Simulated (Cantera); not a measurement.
Input (Python, Cantera) and output of one run.

```python
import numpy as np
import cantera as ct

gas_names = """
    CL CLO CL2 H HCL HOCL HO2 H2 H2O H2O2 O OH O2 O3 Ti TiCL TiCL2 TiCL3 TiCL4 TiO TiOCL TiOCL2 TiO2
""".split()
cond_names = """
    H2O(s) H2O(L) Ti(a) Ti(b) Ti(L) TiCL2(s) TiCL3(s) TiCL4(L) TiO(a) TiO(b) TiO(L) TiO2(ru) TiO2(L)
    Ti2O3(a) Ti2O3(b) Ti2O3(L) Ti3O5(a) Ti3O5(b) Ti3O5(L) Ti4O7(s) Ti4O7(L)
""".split()


def load(file, names, dense=False):
    # The tables refer to 1 bar. Condensed volumes are neglected.
    table = {s.name: s for s in ct.Species.list_from_file(file)}
    out = []
    for n in names:
        d = dict(table[n].input_data)
        d["thermo"] = dict(d["thermo"], **{"reference-pressure": 1e5})
        if dense:
            d["equation-of-state"] = {"model": "constant-volume", "density": "1e6 g/cm^3"}
        out.append(ct.Species.from_dict(d))
    return out


gas = ct.Solution(thermo="ideal-gas", species=load("nasa_gas.yaml", gas_names))
cond = {s.name: ct.Solution(thermo="fixed-stoichiometry", species=[s], name=s.name)
        for s in load("nasa_condensed.yaml", cond_names, dense=True)}
atoms = {
    'TiO2': {'Ti': 1, 'O': 2},
    'HCl': {'H': 1, 'CL': 1},
}
top_T = {'TiCL2(s)': 1300, 'TiCL3(s)': 1000}  # K; cautious upper limits of use, not melting points


def equilibrate(T, P, feed):
    n = {}
    for name, mol in feed.items():
        for a, k in atoms[name].items():
            n[a] = n.get(a, 0.0) + k * mol
    gas.TPX = T, P, n
    mass = sum(n.values()) * gas.mean_molecular_weight
    gas.equilibrate("TP")
    valid = [c for c in cond.values() if c.min_temp <= T <= top_T.get(c.name, c.max_temp)]
    mix = ct.Mixture([(gas, mass / gas.mean_molecular_weight)] + [(c, 0.0) for c in valid])
    mix.T, mix.P = T, P
    mix.equilibrate("TP", solver="vcs", rtol=1e-11, max_steps=5000)
    return mix


results = []
feed = {'TiO2': 1, 'HCl': 70}  # mol
T = 1000  # K
P = 13332.2  # Pa
mix = equilibrate(T, P, feed)
results.append((T, P, feed, dict(zip(mix.species_names, mix.species_moles))))
print(gas.report(threshold=0.001))
for i in range(1, mix.n_phases):
    print(f"{mix.phase(i).name:16s} {mix.phase_moles(i):12.5e} mol")
```

Output:

```
       temperature   1000 K
          pressure   13332 Pa
           density   0.058697 kg/m^3
  mean mol. weight   36.606 kg/kmol
   phase of matter   gas

                          1 kg             1 kmol
                     ---------------   ---------------
          enthalpy       -1.9783e+06       -7.2415e+07  J
   internal energy       -2.2054e+06        -8.073e+07  J
           entropy            6562.8        2.4024e+05  J/K
    Gibbs function       -8.5411e+06       -3.1265e+08  J
 heat capacity c_p            867.29             31748  J/K
 heat capacity c_v            640.16             23434  J/K

                      mass frac. Y      mole frac. X     chem. pot. / RT
                     ---------------   ---------------   ---------------
               HCL           0.99215           0.99617           -37.399
               H2O         0.0012511         0.0025422           -61.939
             TiCL4          0.006586         0.0012711           -149.36
     [  +20 minor]        1.2105e-05        1.3263e-05

Ti(a)             0.00000e+00 mol
TiCL2(s)          0.00000e+00 mol
TiCL3(s)          0.00000e+00 mol
TiCL4(L)          0.00000e+00 mol
TiO(a)            0.00000e+00 mol
TiO2(ru)          9.11134e-01 mol
Ti2O3(b)          0.00000e+00 mol
Ti3O5(b)          0.00000e+00 mol
Ti4O7(s)          0.00000e+00 mol
```

These are equilibrium values from Cantera (NASA tables, ideal gas, pure condensed phases), not measurements of a reactor. Condensed phases not in the tables: TiOCl.
